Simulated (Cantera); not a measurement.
A Cantera script and what it prints.

```python
import numpy as np
import cantera as ct

gas_names = """
    B BH BH2 BH3 B2 H H2
""".split()
cond_names = """
    B(b) B(L)
""".split()


# ... load() reads the species with a 1 bar reference pressure and builds the phases ...
atoms = {
    'B2H6': {'B': 2, 'H': 6},
    'H2': {'H': 2},
}
top_T = {}  # K; cautious upper limits of use, not melting points


# ... equilibrate(T, P, feed) seeds the gas with the atoms and calls Mixture.equilibrate('TP', solver="vcs", rtol=1e-11, max_steps=5000) ...
results = []
feed = {'B2H6': 1, 'H2': 49}  # mol
P = 13332.2  # Pa
for T in [1223, 1298, 1373, 1448, 1523, 1598, 1673, 1748, 1823, 1898, 1973, 2048, 2123, 2198]:
    mix = equilibrate(T, P, feed)
    results.append((T, P, feed, dict(zip(mix.species_names, mix.species_moles))))

top = {s: max(r[3][s] / sum(r[3][g] for g in gas_names) for r in results) for s in gas_names}
cols = sorted((s for s in top if top[s] > 1e-06), key=lambda s: -top[s])[:9]
seen = [c for c in cond_names if any(r[3].get(c, 0) > 1e-12 for r in results)]
print("log10 of partial pressures in bar; condensed amounts in mol")
print(f"{'T/K':>10s}" + "".join(f"{s[:9]:>10s}" for s in cols + seen))
for T, P, feed, n in results:
    ng = sum(n[g] for g in gas_names)
    print(f"{T:10.4g}" + "".join(f"{np.log10(max(n[s] / ng * P / 1e5, 1e-99)):10.3f}" for s in cols)
          + "".join(f"{n.get(c, 0):10.4g}" for c in seen))
```

Result:

```
log10 of partial pressures in bar; condensed amounts in mol
       T/K        H2         H       BH2       BH3         B        BH      B(b)
      1223    -0.875    -6.959    -7.412    -7.241   -16.117   -14.176         2
      1298    -0.875    -6.408    -6.932    -7.015   -14.738   -13.096         2
      1373    -0.875    -5.915    -6.504    -6.815   -13.510   -12.135         2
      1448    -0.875    -5.473    -6.122    -6.637   -12.411   -11.275         2
      1523    -0.875    -5.074    -5.778    -6.478   -11.420   -10.500     1.999
      1598    -0.875    -4.711    -5.467    -6.334   -10.524    -9.800     1.998
      1673    -0.875    -4.381    -5.185    -6.204    -9.708    -9.163     1.997
      1748    -0.875    -4.079    -4.927    -6.086    -8.964    -8.581     1.995
      1823    -0.876    -3.801    -4.691    -5.979    -8.281    -8.049     1.992
      1898    -0.876    -3.545    -4.474    -5.881    -7.653    -7.559     1.986
      1973    -0.877    -3.308    -4.275    -5.792    -7.073    -7.108     1.979
      2048    -0.878    -3.089    -4.091    -5.710    -6.537    -6.690     1.967
      2123    -0.880    -2.885    -3.921    -5.635    -6.038    -6.303     1.952
      2198    -0.882    -2.695    -3.764    -5.568    -5.575    -5.944      1.93
```

Cantera equilibrium calculation (NASA polynomials, part measured and part estimated; ideal gas, pure solids and liquids). The feed counts by its element totals alone. The tables' values for BH2 are old estimates; treat these amounts as uncertain. Gases not in the tables: B2H6 and higher boranes.
